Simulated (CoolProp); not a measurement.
Ethanol along the isotherm 560.5 K: fugacity coefficient from the reference equation and from simpler models built on Tc = 514.7 K, pc = 62.68 bar, ω = 0.644; each cubic takes its own stable root.

Model: reference Helmholtz-energy equation of state, Schroeder 2014, in CoolProp.

```json
[
 {"p (bar)": "3.13", "phase": "gas", "reference": "0.9902", "van der Waals": "0.9880", "Redlich-Kwong": "0.9868"},
 {"p (bar)": "6.27", "phase": "gas", "reference": "0.9804", "van der Waals": "0.9760", "Redlich-Kwong": "0.9736"},
 {"p (bar)": "9.4", "phase": "gas", "reference": "0.9706", "van der Waals": "0.9640", "Redlich-Kwong": "0.9605"},
 {"p (bar)": "12.5", "phase": "gas", "reference": "0.9610", "van der Waals": "0.9522", "Redlich-Kwong": "0.9476"},
 {"p (bar)": "15.7", "phase": "gas", "reference": "0.9510", "van der Waals": "0.9400", "Redlich-Kwong": "0.9344"},
 {"p (bar)": "18.8", "phase": "gas", "reference": "0.9414", "van der Waals": "0.9282", "Redlich-Kwong": "0.9217"},
 {"p (bar)": "21.9", "phase": "gas", "reference": "0.9318", "van der Waals": "0.9165", "Redlich-Kwong": "0.9091"},
 {"p (bar)": "25.1", "phase": "gas", "reference": "0.9219", "van der Waals": "0.9044", "Redlich-Kwong": "0.8961"},
 {"p (bar)": "28.2", "phase": "gas", "reference": "0.9123", "van der Waals": "0.8926", "Redlich-Kwong": "0.8836"},
 {"p (bar)": "31.3", "phase": "gas", "reference": "0.9027", "van der Waals": "0.8809", "Redlich-Kwong": "0.8711"}
]
```
